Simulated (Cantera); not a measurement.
Formation from one mole of Cl₂

Cantera with NASA thermochemical tables; ideal gases at 1 bar, condensed phases pure. Values are per mole of reaction as written; species without (g) are pure solids or liquids, kept so even where they would boil at 1 bar.

Fe + Cl₂(g) ⇌ FeCl₂(g)

| T (K) | ΔH° (kJ) | ΔS° (J/K) | ΔG° (kJ) | log10 K | condensed phases |
|---|---|---|---|---|---|
| 300 | -141.0 | 48.9 | -155.7 | 27.10 | Fe(α) |
| 2073 | -180.2 | 18.5 | -218.6 | 5.51 | Fe(l) |
| 2148 | -181.6 | 17.8 | -219.9 | 5.35 | Fe(l) |
| 2223 | -183.0 | 17.2 | -221.2 | 5.20 | Fe(l) |
| 2298 | -184.4 | 16.6 | -222.5 | 5.06 | Fe(l) |
| 2373 | -185.8 | 16.0 | -223.7 | 4.92 | Fe(l) |
| 2448 | -187.3 | 15.4 | -224.9 | 4.80 | Fe(l) |

0.6667 B + Cl₂(g) ⇌ 0.6667 BCl₃(g)

```json
[
 {"T (K)": "300", "ΔH° (kJ)": "-268.6", "ΔS° (J/K)": "-33.5", "ΔG° (kJ)": "-258.6", "log10 K": "45.02", "condensed phases": "B(s)"},
 {"T (K)": "2073", "ΔH° (kJ)": "-271.0", "ΔS° (J/K)": "-35.2", "ΔG° (kJ)": "-198.0", "log10 K": "4.99", "condensed phases": "B(s)"},
 {"T (K)": "2148", "ΔH° (kJ)": "-271.3", "ΔS° (J/K)": "-35.3", "ΔG° (kJ)": "-195.3", "log10 K": "4.75", "condensed phases": "B(s)"},
 {"T (K)": "2223", "ΔH° (kJ)": "-271.6", "ΔS° (J/K)": "-35.5", "ΔG° (kJ)": "-192.7", "log10 K": "4.53", "condensed phases": "B(s)"},
 {"T (K)": "2298", "ΔH° (kJ)": "-271.9", "ΔS° (J/K)": "-35.6", "ΔG° (kJ)": "-190.0", "log10 K": "4.32", "condensed phases": "B(s)"},
 {"T (K)": "2373", "ΔH° (kJ)": "-305.7", "ΔS° (J/K)": "-50.0", "ΔG° (kJ)": "-187.0", "log10 K": "4.12", "condensed phases": "B(l)"},
 {"T (K)": "2448", "ΔH° (kJ)": "-306.2", "ΔS° (J/K)": "-50.2", "ΔG° (kJ)": "-183.3", "log10 K": "3.91", "condensed phases": "B(l)"}
]
```

0.5 Ti + Cl₂(g) ⇌ 0.5 TiCl₄(g)

```tsv
T (K)	ΔH° (kJ)	ΔS° (J/K)	ΔG° (kJ)	log10 K	condensed phases
300	-381.6	-61.0	-363.3	63.25	Ti(α)
2073	-392.3	-66.2	-255.1	6.43	Ti(l)
2148	-392.9	-66.5	-250.1	6.08	Ti(l)
2223	-393.5	-66.8	-245.1	5.76	Ti(l)
2298	-394.2	-67.0	-240.1	5.46	Ti(l)
2373	-394.9	-67.3	-235.1	5.17	Ti(l)
2448	-395.5	-67.6	-230.0	4.91	Ti(l)
```
